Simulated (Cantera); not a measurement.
Hydrogen reduction and annealing atmospheres: V2O3 + H2

Input: 1 mol V2O3, a varied amount of H2, held at 1498.15 K and 1.00 Torr.

Equilibrium computed with Cantera from the NASA thermochemical tables; the gas is ideal and each condensed phase is pure. Candidate condensed phases: H2O, V, VO, V2O3, V2O4, V2O5; 12 gas species. Mutual solubility and eutectic melting of coexisting phases are not modelled. VO: taken at fixed stoichiometry. Condensed phases not in the tables: the oxides between V2O3 and V2O5 other than VO2. The numbers say what is thermodynamically allowed, not how fast it happens.

| n(H2) (mol) | x H2 | x H2O | x H | x VO2 | x OH | x VO | x V | n VO(s) | n V2O3(s) |
|---|---|---|---|---|---|---|---|---|---|
| 210 | 0.996 | 0.00360 | 0.000471 | 2.75e-7 | 4.82e-8 | 3.78e-8 | 2.21e-10 | 1.51 | 0.244 |
| 590 | 0.998 | 0.00169 | 0.000471 | 1.29e-7 | 2.27e-8 | 3.78e-8 | 4.70e-10 | 2.00 | 0 |
| 970 | 0.998 | 0.00103 | 0.000471 | 7.86e-8 | 1.38e-8 | 3.78e-8 | 7.73e-10 | 2.00 | 0 |
| 1400 | 0.999 | 0.000714 | 0.000471 | 5.44e-8 | 9.56e-9 | 3.78e-8 | 1.12e-9 | 2.00 | 0 |
| 1700 | 0.999 | 0.000588 | 0.000471 | 4.48e-8 | 7.87e-9 | 3.78e-8 | 1.36e-9 | 2.00 | 0 |
| 2100 | 0.999 | 0.000476 | 0.000471 | 3.63e-8 | 6.37e-9 | 3.78e-8 | 1.68e-9 | 2.00 | 0 |
| 2500 | 0.999 | 0.000400 | 0.000471 | 3.05e-8 | 5.35e-9 | 3.78e-8 | 1.99e-9 | 2.00 | 0 |
| 2900 | 0.999 | 0.000345 | 0.000471 | 2.63e-8 | 4.61e-9 | 3.78e-8 | 2.31e-9 | 2.00 | 0 |
x: gas mole fraction; n: condensed amount in mol.

At 210 mol H2 the condensed part is VO(s) + V2O3(s). From 590 mol H2 to 2900 mol H2 the condensed part is VO(s). The main V-bearing gas is VO2 at 210 mol H2 and VO at 2900 mol H2.
